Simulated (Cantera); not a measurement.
Input: 1 mol SiH4, 0.031 mol HCl, 17 mol H2, held at 725 °C and 1330 Pa.

Equilibrium computed with Cantera from the NASA thermochemical tables; the gas is ideal and each condensed phase is pure. Candidate condensed phases: Si; 19 gas species. The numbers say what is thermodynamically allowed, not how fast it happens.

Base state: H2 0.998, HCl 0.00161 (mole fractions); condensed: Si(s).

Problem. What changes in the equilibrium state with this change: SiH4 replaced by SiHCl3?

Solution. 
| species | before | after |
|---|---|---|
| H2 | 0.998 | 0.937 |
| SiCl4 | 4.47e-7 | 0.0280 |
| HCl | 0.00161 | 0.0247 |
| SiCl3 | 2.83e-7 | 0.00112 |
| SiHCl3 | 1.92e-6 | 0.00739 |
| SiCl2 | 4.40e-6 | 0.00110 |
| SiH2Cl2 | 8.91e-7 | 0.000210 |
| Si(s), mol | 1.000 | 0.304 |
The tables' values for SiCl3 are old estimates; treat these amounts as uncertain.
